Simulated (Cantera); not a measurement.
Input: 1 mol SiCl₄, 4.2 mol H₂, equilibrated at 375 °C and 23.0 bar.

These are equilibrium values from Cantera (NASA tables, ideal gas, pure condensed phases), not measurements of a reactor. Candidate condensed phases: Si; 19 gas species. Equilibrium is a limit: real reactors are often held back by kinetics, nucleation or transport.

Base state: H₂ 0.804, SiCl₄ 0.189, HCl 0.00345, SiHCl₃ 0.00344 (mole fractions); condensed: gas only.

What changes in the equilibrium state with this change: temperature from 375 °C to 700 °C?


```csv
species,before,after
H₂,0.804,0.780
SiCl₄,0.189,0.165
HCl,0.00345,0.0274
SiHCl₃,0.00344,0.0265
SiCl₃,1.25e-8,7.62e-5
SiH₂Cl₂,3.61e-6,0.000442
```
The tables' values for SiCl₃ are old estimates; treat these amounts as uncertain.
